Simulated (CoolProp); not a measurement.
Carbon dioxide at 252.05 K and 9.86 MPa is throttled through a valve to 5.12 MPa with no heat exchange. Each further row changes one setting.

Values from CoolProp's reference Helmholtz-energy equation of state, Span 1996.

```csv
case,temperature change (K),final phase,final density (kg/m³)
as stated,-0.0,liquid,1050
outlet pressure 1.54 MPa,-6.6,"two-phase, vapour fraction 0.045",492
outlet pressure 6.66 MPa,+0.0,liquid,1060
```
